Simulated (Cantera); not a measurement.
A Cantera script and what it prints.

```python
import numpy as np
import cantera as ct

gas_names = """
    CL CL2 H HCL H2 Si SiCL SiCL2 SiCL3 SiCL4 SiH SiHCL3 SiH2 SiH2CL2 SiH3 SiH3CL SiH4 Si2 Si3
""".split()
cond_names = """
    Si(cr) Si(L)
""".split()


# ... load() reads the species with a 1 bar reference pressure and builds the phases ...
atoms = {
    'SiHCl3': {'Si': 1, 'H': 1, 'CL': 3},
    'H2': {'H': 2},
}
top_T = {}  # K; cautious upper limits of use, not melting points


# ... equilibrate(T, P, feed) seeds the gas with the atoms and calls Mixture.equilibrate('TP', solver="vcs", rtol=1e-11, max_steps=5000) ...
results = []
feed = {'SiHCl3': 1, 'H2': 18}  # mol
P = 101325  # Pa
for T in [825, 925, 1025, 1125, 1225, 1325, 1425, 1525, 1625, 1725]:
    mix = equilibrate(T, P, feed)
    results.append((T, P, feed, dict(zip(mix.species_names, mix.species_moles))))

top = {s: max(r[3][s] / sum(r[3][g] for g in gas_names) for r in results) for s in gas_names}
cols = sorted((s for s in top if top[s] > 0.0001), key=lambda s: -top[s])[:8]
seen = [c for c in cond_names if any(r[3].get(c, 0) > 1e-12 for r in results)]
print("log10 of partial pressures in bar; condensed amounts in mol")
print(f"{'T/K':>10s}" + "".join(f"{s[:9]:>10s}" for s in cols + seen))
for T, P, feed, n in results:
    ng = sum(n[g] for g in gas_names)
    print(f"{T:10.4g}" + "".join(f"{np.log10(max(n[s] / ng * P / 1e5, 1e-99)):10.3f}" for s in cols)
          + "".join(f"{n.get(c, 0):10.4g}" for c in seen))
```

Result:

```
log10 of partial pressures in bar; condensed amounts in mol
       T/K        H2       HCL     SiCL2     SiCL4    SiHCL3     SiCL3   SiH2CL2         H    Si(cr)     Si(L)
       825    -0.015    -2.868    -5.677    -1.634    -1.689    -4.628    -2.817   -11.108    0.1448         0
       925    -0.016    -2.384    -4.592    -1.637    -1.709    -3.914    -2.789    -9.592    0.1605         0
      1025    -0.017    -2.000    -3.731    -1.655    -1.738    -3.353    -2.776    -8.370    0.1906         0
      1125    -0.021    -1.695    -3.043    -1.700    -1.787    -2.916    -2.784    -7.363    0.2376         0
      1225    -0.026    -1.456    -2.498    -1.794    -1.870    -2.595    -2.821    -6.519    0.2954         0
      1325    -0.033    -1.279    -2.086    -1.970    -2.015    -2.395    -2.903    -5.803    0.3461         0
      1425    -0.040    -1.164    -1.808    -2.265    -2.248    -2.334    -3.047    -5.186    0.3729         0
      1525    -0.044    -1.104    -1.648    -2.683    -2.571    -2.402    -3.251    -4.648    0.3769         0
      1625    -0.047    -1.080    -1.569    -3.166    -2.940    -2.550    -3.486    -4.175    0.3703         0
      1725    -0.048    -1.064    -1.542    -3.643    -3.312    -2.728    -3.734    -3.755         0    0.3781
```

Equilibrium computed with Cantera from the NASA thermochemical tables; the gas is ideal and each condensed phase is pure. The tables' values for SiCl3, SiCl are old estimates; treat these amounts as uncertain. Gases not in the tables: Si2H6 and higher silanes.
